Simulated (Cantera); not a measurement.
Feed: 1 mol SiCl₄, 8.3 mol N₂, at 13.3 mbar.

Equilibrium computed with Cantera from the NASA thermochemical tables; the gas is ideal and each condensed phase is pure. Candidate condensed phases: Si, Si₃N₄; 13 gas species. The tables' values for SiCl₃ are old estimates; treat these amounts as uncertain. Kinetics and transport are ignored.

log p: log10 of the partial pressure in bar; nothing condenses.

```tsv
T (K)	log p N₂	log p SiCl₄	log p Cl	log p SiCl₃	log p SiCl₂	log p Cl₂
1073	-1.92	-2.84	-7.05	-6.99	-9.92	-8.16
1148	-1.92	-2.84	-6.41	-6.37	-8.85	-7.68
1223	-1.92	-2.84	-5.86	-5.83	-7.92	-7.27
1298	-1.92	-2.85	[?]	-5.35	[?]	[?]
1373	-1.92	-2.85	[?]	-4.93	[?]	[?]
1448	-1.93	-2.85	-4.52	-4.57	-5.71	-6.27
1523	-1.93	-2.87	-4.16	-4.24	-5.15	-5.99
1598	-1.93	-2.89	-3.83	-3.97	-4.65	-5.73
1673	-1.93	-2.94	-3.53	-3.74	-4.23	-5.50
```

**Question.** Fill in the missing entries.

**Answer.** 
- 1373, log p Cl: -4.92
- 1373, log p SiCl₂: -6.36
- 1373, log p Cl₂: -6.57
- 1298, log p Cl: -5.36
- 1298, log p SiCl₂: -7.09
- 1298, log p Cl₂: -6.90
